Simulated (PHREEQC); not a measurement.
Dissolve 0.0026 mol NaHSO4 per kg of water at 25 °C. Closed to the air; pH follows from the charge balance.

All values are PHREEQC results (ion-association model, phreeqc.dat), not measurements.

```csv
quantity,before,after
pH,2.68,2.11
ionic strength (mol/kgw),0.00706,0.0303
SO4-2 (mol/kgw),0.00223,0.00864
HSO4- (mol/kgw),0.000348,0.00407
NaSO4- (mol/kgw),2.03e-5,0.000289
```

### Question
What was changed between the two runs?
A) NaHSO4 from 0.0026 to 0.00234 mol/kgw
B) diluted 2-fold with water
C) NaHSO4 from 0.0026 to 0.013 mol/kgw
D) temperature from 25 to 40 °C
E) NaHSO4 from 0.0026 to 0.00026 mol/kgw

### Answer
C, NaHSO4 from 0.0026 to 0.013 mol/kgw

This is a speciation only: nothing precipitates in the calculation.
